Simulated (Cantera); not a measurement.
Standard-state values (1 bar) from the NASA 1993 polynomials, evaluated with Cantera. Values are per mole of reaction as written; species without (g) are pure solids or liquids, kept so even where they would boil at 1 bar. ZrN: taken at fixed stoichiometry.

2 NO(g) + Zr = 2 N(g) + ZrO2(g)

```csv
T (K),ΔH° (kJ),ΔS° (J/K),ΔG° (kJ),log10 K,condensed phases
300,476.6,120.0,440.6,-76.72,Zr(α)
1073,478.9,124.6,345.2,-16.81,Zr(α)
1098,478.8,124.5,342.1,-16.28,Zr(α)
1123,478.8,124.4,339.0,-15.77,Zr(α)
1148,___,___,___,___,Zr(β)
1173,___,___,___,___,Zr(β)
1198,474.7,120.9,329.9,-14.38,Zr(β)
1223,474.7,120.9,326.9,-13.96,Zr(β)
1248,474.7,120.9,323.9,-13.56,Zr(β)
1273,474.7,120.9,320.8,-13.16,Zr(β)
1298,___,___,___,___,Zr(β)
1323,___,___,___,___,Zr(β)
```

### Question
What belongs in the gaps?

### Answer

- 1148, ΔH° (kJ): 474.7
- 1148, ΔS° (J/K): 120.9
- 1148, ΔG° (kJ): 336.0
- 1148, log10 K: -15.29
- 1173, ΔH° (kJ): 474.7
- 1173, ΔS° (J/K): 120.9
- 1173, ΔG° (kJ): 332.9
- 1173, log10 K: -14.83
- 1298, ΔH° (kJ): 474.7
- 1298, ΔS° (J/K): 120.9
- 1298, ΔG° (kJ): 317.8
- 1298, log10 K: -12.79
- 1323, ΔH° (kJ): 474.7
- 1323, ΔS° (J/K): 120.9
- 1323, ΔG° (kJ): 314.8
- 1323, log10 K: -12.43
